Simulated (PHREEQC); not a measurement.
NaOH is added in steps, without added water, to 1 kg of water holding 0.14 mol/kgw KH2PO4, 0.0067 mol/kgw K2HPO4 and 0.00031 mol/kgw NiSO4, at 25 °C. O2 is buffered at 0.21 atm. CO2 from the air is kept out. Only these solids could form: Ni(OH)2, Ni3(PO4)2, Ni4(OH)6SO4, Mirabilite, Morenosite.

Base run: PHREEQC, ion-association model, wateq4f.dat. Each further column changes one thing. The table gives PO4-3 (mol/kgw).

| NaOH added (mol) | base | NiSO4 from 0.00031 to 0.000279 mol/kgw | KH2PO4 replaced by KHCO3 at the same molality | no solid may form |
|---|---|---|---|---|
| 0 | 3.42e-9 | 3.46e-9 | ___ | 3.47e-9 |
| 0.04312 | 2.82e-7 | 2.82e-7 | 4.18e-5 | 2.87e-7 |
| 0.07187 | 1.02e-6 | 1.02e-6 | ___ | 1.04e-6 |
| 0.115 | 6.82e-6 | 6.83e-6 | ___ | 6.93e-6 |
| 0.1581 | 0.0167 | 0.0168 | ___ | 0.0166 |
| 0.1869 | 0.0437 | 0.0438 | ___ | 0.0435 |
| 0.23 | 0.0822 | 0.0823 | ___ | 0.0820 |

### Question
Some entries are withheld; supply them.

### Answer

- 0, KH2PO4 replaced by KHCO3 at the same molality: 1.27e-6
- 0.07187, KH2PO4 replaced by KHCO3 at the same molality: 9.43e-5
- 0.115, KH2PO4 replaced by KHCO3 at the same molality: 0.000364
- 0.1581, KH2PO4 replaced by KHCO3 at the same molality: 0.00458
- 0.1869, KH2PO4 replaced by KHCO3 at the same molality: 0.00579
- 0.23, KH2PO4 replaced by KHCO3 at the same molality: 0.00622

H3PO4, which wateq4f.dat lacks, is added to it with the constant of phreeqc.dat. The database has no phosphate complexes of Ni. The database's Ni(OH)2 is the aged solid; a fresh precipitate is more soluble. The database's nickel carbonate constants are estimates that later reviews lower a good deal. In at least one series the solution becomes supersaturated in solids that the run did not let form, among them Ni(OH)2, Ni3(PO4)2, Ni4(OH)6SO4. Solids allowed in the column 'KH2PO4 replaced by KHCO3 at the same molality': Ni(OH)2, NiCO3, Ni3(PO4)2, Ni4(OH)6SO4, Mirabilite, Morenosite, Nahcolite, Natron.
